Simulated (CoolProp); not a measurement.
A single-stage vapour-compression cycle with R11: evaporating at 263.15 K (dew point), condensing at 300.15 K (bubble point), superheat 0 K, subcooling 2 K, compressor efficiency 0.85, no pressure losses. Each further row changes one setting.

Model: reference Helmholtz-energy equation of state, Jacobsen 1992, in CoolProp.

```
case                              cooling COP  pressure ratio  discharge temperature (K)  refrigerating effect (kJ/kg)  volumetric capacity (kJ/m³)
--------------------------------  -----------  --------------  -------------------------  ----------------------------  ---------------------------
as stated                                   …            4.43                      317.5                           163                          266
evaporating temperature 268.15 K         6.58            3.52                      314.4                           165                          335
condensing temperature 295.15 K          6.46            3.71                      310.7                           167                          274
subcooling 7 K                           5.65            4.43                      317.5                           167                          274
superheat 10 K                           5.47            4.43                          …                           169                          265
compressor efficiency 0.75               4.85            4.43                          …                           163                          266
```

### Question
Fill in the missing entries.

### Answer

- as stated, cooling COP: 5.50
- superheat 10 K, discharge temperature (K): 328.6
- compressor efficiency 0.75, discharge temperature (K): 323.9
